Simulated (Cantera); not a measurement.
Charge: 1 mol C2H5OH, 0.73 mol NH3, 30 mol H2, 0.0072 mol O2, held at 1.00 bar.

Method: chemical equilibrium by Gibbs-energy minimisation in Cantera with the NASA 1993 tables (ideal gas, pure condensed phases). Candidate condensed phases: C, C6H6, C7H8, C8H18, H2O; 136 gas species. Kinetics and transport are ignored.

Problem. Which condensed phases are stable at each of these points (T (K)): 1025, 1225, 1425, 1625, 1825, 2025, 2225?

Solution. 
| T (K) | condensed phases | C condensed (%) |
|---|---|---|
| 1025 | gas only | 0.0 |
| 1225 | C(graphite) | 29.5 |
| 1425 | C(graphite) | 43.2 |
| 1625 | C(graphite) | 46.4 |
| 1825 | C(graphite) | 46.1 |
| 2025 | C(graphite) | 42.6 |
| 2225 | C(graphite) | 33.2 |

At 1025 K nothing is condensed. From 1225 K to 2225 K the condensed part is C(graphite).
